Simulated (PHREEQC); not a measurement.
PHREEQC input (ion-association model, wateq4f.dat):

```
SOLUTION_MASTER_SPECIES
  An  An-  0  An  62.0  # stands for a non-complexing anion
SOLUTION_SPECIES
  An- = An-
    -log_k 0
    -gamma 3.0 0
PHASES
  Fix_H+
    H+ = H+
    -log_k 0
SOLUTION 1
  temp 25
  units mmol/kgw
  pH 7 charge
  Cl 0.67
  Sr 0.005
  Zn 0.33
  Na 50
  An 50
END
SELECTED_OUTPUT 1
  -reset false
  -pH true
  -pe true
  -ionic_strength true
  -water true
  -totals Cl Na Sr Zn
  -molalities Hfo_wOH Hfo_wOH2+ Hfo_wO- Hfo_sOH Hfo_sOH2+ Hfo_sO- Hfo_sOHSr+2 Hfo_wOSr+ Hfo_wOSrOH Hfo_sOZn+
    Hfo_wOZn+
  -saturation_indices Zincite(c) Zn5(OH)8Cl2 Halite
USER_PUNCH 1
  -headings sigma psi
  10 PUNCH EDL("sigma", "Hfo"), EDL("psi", "Hfo")
PRINT
  -reset false
USE solution 1
SURFACE 1
  Hfo_wOH 0.00337079 600 1.5
  Hfo_sOH 8.42697e-05
EQUILIBRIUM_PHASES 1
  Fix_H+ -3 HAn 10
    -force_equality true
  O2(g) -0.68 10
END
# ... the last block is repeated for the other 16 points of pH, with NaOH or the acid as the point needs
```

Selected output (columns that matter, 17 of 17 rows; pH added in front):

```
pH	mu	Cl	Na	Sr	Zn	m_Hfo_wOH	m_Hfo_wOH2+	m_Hfo_wO-	m_Hfo_sOH	si_Zincite(c)	si_Zn5(OH)8Cl2	si_Halite	sigma	psi
3	0.053848	0.00067	0.05	5e-06	0.00032999	0.00011562	0.0032551	9.4077e-08	2.8902e-06	-8.9475	-40.073	-6.2364	0.35771	0.16803
3.5	0.052944	0.00067	0.05	5e-06	0.00032994	0.00030917	0.0030609	7.1541e-07	7.7238e-06	-7.9457	-36.063	-6.2353	0.3363	0.1653
4	0.052499	0.00067	0.05	5e-06	0.00032945	0.00067199	0.0026949	3.8386e-06	1.6695e-05	-6.9454	-32.061	-6.2347	0.29575	0.15894
4.5	0.05215	0.00067	0.05	4.9999e-06	0.00032575	0.0011565	0.0022001	1.3928e-05	2.7517e-05	-5.9495	-28.081	-6.2343	0.24043	0.14852
5	0.051798	0.00067	0.05	4.9998e-06	0.00030607	0.0016439	0.0016889	3.6657e-05	3.0071e-05	-4.9759	-24.212	-6.2338	0.18295	0.13477
5.5	0.051426	0.00067	0.05	4.9996e-06	0.00026289	0.0020452	0.0012402	7.7261e-05	1.5415e-05	-4.0412	-20.538	-6.2333	0.13282	0.11874
6	0.051067	0.00067	0.05	4.9996e-06	0.00020611	0.0023067	0.00087995	0.00013853	4.1473e-06	-3.1463	-17.063	-6.2328	0.092918	0.10107
6.5	0.050611	0.00067	0.05	4.9993e-06	9.9778e-05	0.0024084	0.00058885	0.00022567	1.4055e-06	-2.461	-14.636	-6.2322	0.063644	0.082921
7	0.050505	0.00067	0.050232	4.997e-06	2.2175e-05	0.002412	0.00040464	0.00032937	9.332e-07	-2.1161	-13.911	-6.23	0.041076	0.06302
7.5	0.050572	0.00066999	0.050441	4.981e-06	3.2039e-06	0.0023936	0.00030954	0.00042401	8.5526e-07	-1.9647	-14.154	-6.2283	0.022763	0.040127
8	0.050638	0.00066999	0.050585	4.8622e-06	4.3519e-07	0.0023646	0.0002526	0.00050707	8.3493e-07	-1.8714	-14.688	-6.2271	0.0080629	0.015458
8.5	0.050701	0.00066999	0.050712	4.0995e-06	8.4024e-08	0.0023242	0.0002102	0.00058871	8.1578e-07	-1.7905	-15.284	-6.2261	-0.0050908	-0.0098417
9	0.050774	0.00066999	0.050858	1.8729e-06	4.3789e-08	0.002264	0.00017129	0.00068552	7.8546e-07	-1.7003	-15.833	-6.225	-0.019327	-0.034835
9.5	0.050883	0.00066999	0.051056	3.8447e-07	4.7164e-08	0.0021707	0.0001322	0.00081648	7.4963e-07	-1.5873	-16.268	-6.2234	-0.037376	-0.058839
10	0.05108	0.00066998	0.051368	6.2859e-08	6.6122e-08	0.0020212	9.316e-05	0.0010046	7e-07	-1.4357	-16.51	-6.221	-0.06173	-0.081257
10.5	0.051499	0.00066998	0.051939	1.1087e-08	1.1459e-07	0.0017886	5.7578e-05	0.0012728	6.2234e-07	-1.2273	-16.469	-6.2168	-0.094344	-0.10161
11	0.05254	0.00066998	0.053175	2.318e-09	2.7598e-07	0.0014549	2.9667e-05	0.0016346	5.089e-07	-0.9401	-16.034	-6.2079	-0.13619	-0.11946
```

The oxide is taken as insoluble; below pH 4 it would dissolve.
